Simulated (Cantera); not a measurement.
Input (Python, Cantera):

```python
import numpy as np
import cantera as ct

gas = ct.Solution("gri30.yaml")
gas.TPX = 1175, 43000, {'CH4': 1, 'CO': 0.19, 'O2': 1.5, 'N2': 16.5, 'H2O': 1.4}
reactor = ct.IdealGasReactor(gas, energy="on", clone=False)
net = ct.ReactorNet([reactor])
net.rtol, net.atol = 1e-08, 1e-16
show = ['CH4', 'CO', 'O2', 'CO2', 'OH', 'H2O']
times = np.geomspace(1e-06, 0.8, 11)

steps = ct.SolutionArray(gas, extra=["t"])
rows = []
print(f"{'t/s':>10s}{'T/K':>9s}{'P/Pa':>11s}" + "".join(f"{s:>11s}" for s in show))
for t in times:
    while net.time < t:
        t_next = net.step()
        steps.append(gas.state, t=t_next)
    rows.append([np.interp(t, steps.t, y) for y in (steps.T, steps.P, *steps(*show).X.T)])
    print(f"{t:10.3e}{rows[-1][0]:9.1f}{rows[-1][1]:11.4g}" + "".join(f"{x:11.3e}" for x in rows[-1][2:]))
rate = np.gradient(steps.T, steps.t)
print("integrator steps:", len(steps.t))
if steps.T.max() > steps.T[0] + 200:
    print(f"time of steepest temperature rise: {steps.t[rate.argmax()]:.4e} s")
gas.TPX = 1175, 43000, {'CH4': 1, 'CO': 0.19, 'O2': 1.5, 'N2': 16.5, 'H2O': 1.4}
gas.equilibrate("UV")
print(f"equilibrium (UV): T = {gas.T:.1f} K  " + "  ".join(f"{s} {gas[s].X[0]:.3e}" for s in show))
```

Output:

```
       t/s      T/K       P/Pa        CH4         CO         O2        CO2         OH        H2O
 1.000e-06   1175.0    4.3e+04  4.857e-02  9.228e-03  7.285e-02  9.527e-12  1.287e-12  6.799e-02
 3.893e-06   1175.0    4.3e+04  4.857e-02  9.228e-03  7.285e-02  3.729e-11  8.495e-12  6.799e-02
 1.516e-05   1175.0    4.3e+04  4.857e-02  9.228e-03  7.285e-02  1.479e-10  2.281e-11  6.799e-02
 5.901e-05   1175.0    4.3e+04  4.857e-02  9.228e-03  7.285e-02  5.954e-10  2.820e-11  6.799e-02
 2.297e-04   1175.0    4.3e+04  4.857e-02  9.228e-03  7.285e-02  2.548e-09  4.337e-11  6.799e-02
 8.944e-04   1175.0    4.3e+04  4.857e-02  9.228e-03  7.285e-02  1.304e-08  1.113e-10  6.799e-02
 3.482e-03   1175.0    4.3e+04  4.857e-02  9.228e-03  7.285e-02  8.478e-08  4.394e-10  6.799e-02
 1.356e-02   1175.0    4.3e+04  4.856e-02  9.227e-03  7.285e-02  5.369e-07  1.840e-09  6.800e-02
 5.278e-02   1175.2  4.301e+04  4.853e-02  9.226e-03  7.283e-02  3.274e-06  3.273e-09  6.802e-02
 2.055e-01   1177.2  4.308e+04  4.826e-02  9.245e-03  7.264e-02  2.720e-05  7.408e-09  6.822e-02
 8.000e-01   2057.0  7.713e+04  8.186e-14  2.833e-02  5.681e-06  2.808e-02  2.386e-04  1.328e-01
integrator steps: 2605
time of steepest temperature rise: 6.1408e-01 s
equilibrium (UV): T = 2056.8 K  CH4 9.476e-14  CO 2.833e-02  O2 5.659e-06  CO2 2.807e-02  OH 2.382e-04  H2O 1.328e-01
```

Model: GRI-Mech 3.0 (53 species, 325 reactions), integrated in Cantera.
